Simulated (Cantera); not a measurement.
A closed system holds: 1 mol trisilylamine, 18 mol NH₃, equilibrated at 1925 K and 37.0 Pa.

Cantera equilibrium calculation (NASA polynomials, part measured and part estimated; ideal gas, pure solids and liquids). Candidate condensed phases: Si, Si₃N₄; 18 gas species. The feed counts by its element totals alone. The tables' values for SiN are old estimates; treat these amounts as uncertain. Gases not in the tables: Si₂H₆ and higher silanes. Rates play no part.

Base state: H₂ 0.694, N₂ 0.216, Si 0.0470, H 0.0414, SiH 0.000614, Si₂ 0.000404, Si₂N 0.000186, SiN 0.000132 (mole fractions); condensed: Si(l).

### Question
What changes in the equilibrium state with this change: temperature from 1925 K to 1775 K?

### Answer
| species | before | after |
|---|---|---|
| H₂ | 0.694 | 0.752 |
| N₂ | 0.216 | 0.229 |
| H | 0.0414 | 0.0130 |
| Si | 0.0470 | 0.00593 |
| Si₂ | 0.000404 | 3.32e-5 |
| Si₃ | 8.99e-5 | 8.01e-6 |
| Si(l), mol | 0.831 | 2.74 |
